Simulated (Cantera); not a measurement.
Input (Python, Cantera) and output of one run.

```python
import numpy as np
import cantera as ct

gas_names = """
    H2 HCL
""".split()
cond_names = """
    SrCL2(a) SrCL2(b) SrCL2(L) Sr(a) Sr(b) Sr(L)
""".split()


def load(file, names, dense=False):
    # The tables refer to 1 bar. Condensed volumes are neglected.
    table = {s.name: s for s in ct.Species.list_from_file(file)}
    out = []
    for n in names:
        d = dict(table[n].input_data)
        d["thermo"] = dict(d["thermo"], **{"reference-pressure": 1e5})
        if dense:
            d["equation-of-state"] = {"model": "constant-volume", "density": "1e6 g/cm^3"}
        out.append(ct.Species.from_dict(d))
    return out


species = {s.name: s for s in load("nasa_gas.yaml", gas_names) + load("nasa_condensed.yaml", cond_names)}
# Each term lists the table entries of one substance; the one whose range holds T is used.
reactions = {
    'SrCl2 + H2(g) = Sr + 2 HCl(g)':
        [(-1, ['SrCL2(a)', 'SrCL2(b)', 'SrCL2(L)']), (-1, ['H2']), (1, ['Sr(a)', 'Sr(b)', 'Sr(L)']), (2, ['HCL'])],
}


def pick(names, T):
    return next(species[n] for n in names if species[n].thermo.min_temp <= T <= species[n].thermo.max_temp)


results = []
for label, terms in reactions.items():
    print(label)
    print("     T/K   dH/kJ  dS/(J/K)   dG/kJ   log10 K")
    for T in [300, 1975, 2000, 2025, 2050, 2075, 2100, 2125]:
        used = [(nu, pick(names, T)) for nu, names in terms]
        dH = sum(nu * s.thermo.h(T) for nu, s in used) / 1e6
        dS = sum(nu * s.thermo.s(T) for nu, s in used) / 1e3
        dG = dH - T * dS / 1e3
        logK = -dG * 1e6 / (ct.gas_constant * T * np.log(10))
        results.append((label, T, dH, dS, dG, logK, [s.name for _, s in used]))
        print(f"{T:8g} {dH:8.1f} {dS:8.1f} {dG:8.1f} {logK:8.2f}")
```

It prints:

```
SrCl2 + H2(g) = Sr + 2 HCl(g)
     T/K   dH/kJ  dS/(J/K)   dG/kJ   log10 K
     300    644.2    183.2    589.3  -102.60
    1975    577.5    116.3    347.8    -9.20
    2000    576.8    115.9    344.9    -9.01
    2025    576.0    115.5    342.0    -8.82
    2050    575.2    115.2    339.1    -8.64
    2075    574.5    114.8    336.3    -8.46
    2100    573.7    114.4    333.4    -8.29
    2125    573.0    114.1    330.6    -8.13
```

Standard-state values (1 bar) from the NASA 1993 polynomials, evaluated with Cantera. Condensed species are held in their standard states even where they would react or evaporate.
